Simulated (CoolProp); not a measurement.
Vapour-liquid equilibrium of benzene (1) + toluene (2) at 451.6 K; x and y are mole fractions of (1).

Model: multi-fluid Helmholtz-energy mixture model, Thol 2012 and Lemmon 2006; pair parameters Bell 2016, in CoolProp.

```tsv
x	bubble pressure, mixture model (bar)	bubble pressure, Raoult's law (bar)	y, mixture model	y, Raoult's law
0.05	5.248	5.266	0.086	0.095
0.2	5.953	6.013	0.308	0.332
0.35	6.675	6.760	0.489	0.518
0.5	7.414	7.506	0.640	0.666
0.65	8.169	8.253	0.767	0.787
0.8	8.940	8.999	0.876	0.888
0.95	9.728	9.746	0.971	0.974
```

The largest gap from Raoult's law is -1.3 % in bubble pressure, at x = 0.35. No azeotrope shows between x = 0.05 and 0.95.

Pair parameters are fitted to limited data, so mixtures are less certain than the pure fluids.
